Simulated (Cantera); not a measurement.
Mixture: 4.42 % CH₄, 20.1 % O₂, 75.5 % N₂, equivalence ratio 0.44, at 10.0 bar, adiabatic and at constant volume. Ignition delay is the time to a rise of 400 K.

Cantera simulation using GRI-Mech 3.0 (53 species, 325 reactions); the numbers are that mechanism's predictions, not measurements.

**Question.** Predict: delay at 1048 K; delay at 1198 K; delay at 1348 K; delay at 1498 K; delay at 1648 K; apparent activation energy between 1573 and 1723 K.

**Answer.** 
* **delay at 1048 K**: 29.0 ms
* **delay at 1198 K**: 3.36 ms
* **delay at 1348 K**: 0.591 ms
* **delay at 1498 K**: 0.136 ms
* **delay at 1648 K**: 39.7 µs
* **apparent activation energy between 1573 and 1723 K**: 170 kJ/mol
